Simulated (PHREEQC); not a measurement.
Dissolve 0.051 mol NaBF4 per kg of water at 25 °C. Closed to the air; pH follows from the charge balance.

Model: ion-association model, phreeqc.dat, run in PHREEQC.

Each row changes one thing in this solution. Precipitation was switched off in this run.

```json
[
 {"case": "as made", "pH": "2.79", "ionic strength (mol/kgw)": "0.0529", "BF4- (mol/kgw)": "0.0463", "HF (mol/kgw)": "0.00591", "F- (mol/kgw)": "0.00304", "BF3OH- (mol/kgw)": "0.00284"},
 {"case": "diluted 10-fold with water", "pH": "?", "ionic strength (mol/kgw)": "0.00618", "BF4- (mol/kgw)": "0.00340", "HF (mol/kgw)": "0.00296", "F- (mol/kgw)": "0.00214", "BF3OH- (mol/kgw)": "0.000422"},
 {"case": "temperature from 25 to 85 °C", "pH": "?", "ionic strength (mol/kgw)": "0.0522", "BF4- (mol/kgw)": "0.0422", "HF (mol/kgw)": "0.0156", "F- (mol/kgw)": "0.00386", "BF3OH- (mol/kgw)": "0.00345"},
 {"case": "NaBF4 from 0.051 to 0.0102 mol/kgw", "pH": "2.94", "ionic strength (mol/kgw)": "0.0114", "BF4- (mol/kgw)": "0.00792", "HF (mol/kgw)": "0.00366", "F- (mol/kgw)": "0.00240", "BF3OH- (mol/kgw)": "0.000795"},
 {"case": "diluted 5-fold with water", "pH": "2.94", "ionic strength (mol/kgw)": "0.0114", "BF4- (mol/kgw)": "0.00792", "HF (mol/kgw)": "0.00366", "F- (mol/kgw)": "0.00240", "BF3OH- (mol/kgw)": "0.000795"}
]
```

Question: Fill in the missing entries.

Answer: 
- diluted 10-fold with water, pH: 3.00
- temperature from 25 to 85 °C, pH: 2.98

At this temperature some constants are extrapolated from 25 °C, and those without enthalpy data are left unchanged. Real BF4- forms and hydrolyses slowly; the run takes it at equilibrium.
